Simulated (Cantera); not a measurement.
An adiabatic, constant-volume homogeneous reactor starts with 2.67 % CH4, 0.101 % H2, 8.84 % O2, 88.4 % N2, equivalence ratio 0.61, at 1450 K and 1350 Torr.

Computed with Cantera and GRI-Mech 3.0 (53 species, 325 reactions).

Q: Predict: time of steepest temperature rise; temperature at 0.500 s; equilibrium temperature; x(H2) at 0.500 s; x(O2) at 0.500 s; x(H2O) at 0.500 s.

A: 
```json
{
  "time_of_steepest_temperature_rise": "1.92 ms",
  "temperature at 0.500 s": "2175 K",
  "equilibrium_temperature": "2174 K",
  "x(H2) at 0.500 s": "0.000178 (gas-phase equilibrium 0.000178)",
  "x(O2) at 0.500 s": "0.0320 (gas-phase equilibrium 0.0318)",
  "x(H2O) at 0.500 s": "0.0534 (gas-phase equilibrium 0.0534)"
}
```
